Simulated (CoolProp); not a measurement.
Properties of ethanol at several states.

Model: reference Helmholtz-energy equation of state, Schroeder 2014, in CoolProp.

```json
[
 {"T (K)": "318.7", "p (MPa)": "2.82", "phase": "liquid", "Z": "?", "cv (kJ/(kg K))": "2.188", "expansivity (1/kK)": "1.136"},
 {"T (K)": "184.3", "p (MPa)": "5.16", "phase": "liquid", "Z": "0.1750", "cv (kJ/(kg K))": "1.518", "expansivity (1/kK)": "1.042"},
 {"T (K)": "183.5", "p (MPa)": "1.16", "phase": "liquid", "Z": "?", "cv (kJ/(kg K))": "?", "expansivity (1/kK)": "1.055"}
]
```

What belongs in the gaps?


- 318.7, Z: 0.06368
- 183.5, Z: 0.03957
- 183.5, cv (kJ/(kg K)): 1.515
